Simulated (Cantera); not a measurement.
# Hydrocarbon pyrolysis for carbon deposition

An isothermal, constant-pressure homogeneous reactor starts with 11.0 % C3H8, 88.9 % H2, 0.121 % N2, at 1275 K and 323 Torr.

Model: GRI-Mech 3.0 (53 species, 325 reactions), integrated in Cantera. GRI-Mech 3.0 was tuned for natural gas; its chemistry of propane as a main component is partial and can be far from experiment. GRI-Mech 3.0 stops at C3 and has no aromatics, soot or wall deposition, so with more carbon than oxygen in the feed, carbon stays in small species such as C2H2 where larger ones or solid carbon would form.

```csv
t (s),x C3H8,x H2,x C2H,x CH4,x H
4.00e-6,0.110,0.889,<1e-12,5.62e-6,1.43e-6
1.63e-5,0.110,0.889,<1e-12,0.000120,6.04e-6
6.63e-5,0.107,0.887,<1e-12,0.00213,2.00e-5
0.000270,0.0897,0.873,<1e-12,0.0167,2.82e-5
0.00110,0.0412,0.835,6.20e-12,0.0587,3.11e-5
0.00447,0.00296,0.804,2.80e-11,0.0947,1.88e-5
0.0182,4.81e-5,0.802,2.51e-11,0.0990,7.11e-6
0.0741,5.15e-6,0.802,4.81e-11,0.102,6.19e-6
0.302,3.42e-6,0.799,7.63e-11,0.110,5.25e-6
1.23,2.57e-6,0.787,6.66e-11,0.131,4.18e-6
5.00,1.84e-6,0.761,3.73e-11,0.177,2.88e-6
```
x: mole fraction; the columns are a selection and need not sum to one.

Equilibrium at this temperature and pressure: C3H8 2.20e-7, H2 0.691, C2H 3.18e-12, CH4 0.293, H 9.41e-7 (gas phase only).
